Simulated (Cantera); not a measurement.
What does this Cantera script print?

```python
import numpy as np
import cantera as ct

surf = ct.Interface("ptcombust.yaml", "Pt_surf")
gas = surf.adjacent["gas"]
gas.TPX = 300, 15000, {'H2': 0.016, 'O2': 0.09, 'N2': 0.79}
jet = ct.ImpingingJet(gas=gas, width=0.052, surface=surf)
jet.inlet.mdot, jet.inlet.T, jet.inlet.X = 0.05, 300, {'H2': 0.016, 'O2': 0.09, 'N2': 0.79}
jet.set_refine_criteria(ratio=10, slope=0.2, curve=0.3)
show, cover = ['H2', 'O2', 'H2O', 'OH'], ["PT(S)", "H(S)", "O(S)", "OH(S)", "CO(S)", "C(S)"]

rows = []
print(f"{'Ts/K':>7s}" + "".join(f"{s:>11s}" for s in show + cover) + "   (gas at the wall, coverages)")
for i, Ts in enumerate([600, 650, 700, 750, 800, 850, 900]):
    jet.surface.T = Ts
    if i == 0:
        surf.TP = Ts, 15000
        surf.coverages = "PT(S):0.5, O(S):0.5"
        surf.advance_coverages(1.0)
        jet.set_initial_guess(products="inlet")
    jet.solve(loglevel=0, auto=(i == 0))
    rows.append([*(jet.X[gas.species_index(s), -1] for s in show), *surf[cover].coverages])
    print(f"{Ts:7g}" + "".join(f"{x:11.3e}" for x in rows[-1]))
```

Output:

```
   Ts/K         H2         O2        H2O         OH      PT(S)       H(S)       O(S)      OH(S)      CO(S)       C(S)   (gas at the wall, coverages)
    600  1.619e-03  8.310e-02  3.145e-02  1.030e-12  3.207e-02  7.826e-10  9.627e-01  5.251e-03 -1.327e-21 -7.982e-33
    650  1.593e-03  8.314e-02  3.126e-02  1.322e-11  3.411e-02  1.178e-09  9.624e-01  3.541e-03  1.088e-18 -3.444e-27
    700  1.452e-03  8.306e-02  3.132e-02  1.131e-10  3.933e-02  2.130e-09  9.580e-01  2.625e-03  4.174e-18  2.654e-28
    750  1.095e-03  8.274e-02  3.181e-02  6.671e-10  5.519e-02  5.262e-09  9.426e-01  2.248e-03  2.435e-20  3.827e-26
    800  7.347e-04  8.241e-02  3.232e-02  2.886e-09  8.707e-02  1.558e-08  9.108e-01  2.104e-03  1.003e-19  4.227e-27
    850  5.030e-04  8.222e-02  3.260e-02  1.025e-08  1.331e-01  4.313e-08  8.649e-01  1.977e-03  2.439e-18  2.179e-26
    900  3.713e-04  8.212e-02  3.271e-02  3.102e-08  1.889e-01  1.039e-07  8.093e-01  1.821e-03  1.384e-19  2.436e-24
```

Model: Deutschmann's 1995 Pt surface mechanism with GRI-Mech 3.0 gas chemistry, integrated in Cantera. Catalytic surfaces can have several steady states; this one follows from the mechanism file's or the stated starting coverage.
